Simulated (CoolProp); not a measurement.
A simple Rankine cycle with R141b: condensing at 303.15 K, boiler at 3.52 MPa, turbine inlet 467.3 K, turbine efficiency 0.85, pump efficiency 0.8, no recuperator. Each further row changes one setting.

Model: reference Helmholtz-energy equation of state, Lemmon 2006, in CoolProp. It is a short technical equation, of lower accuracy than the large ones.

| case | thermal efficiency (%) | net work (kJ/kg) | heat in (kJ/kg) | turbine exit temperature (K) | volume ratio over the turbine |
|---|---|---|---|---|---|
| as stated | 21.1 | 65.0 | 309 | 327.8 | 48.4 |
| turbine inlet 487.3 K | 21.6 | 74.1 | 343 | 357.7 | 41.1 |
| condensing temperature 295.15 K | 22.1 | 70.4 | 318 | 320.5 | 63.9 |
| boiler pressure 2.46 MPa | 20.3 | 68.4 | 337 | 357.9 | 26.5 |
| turbine efficiency 0.75 | 18.4 | 57.0 | 309 | 337.6 | 50.0 |
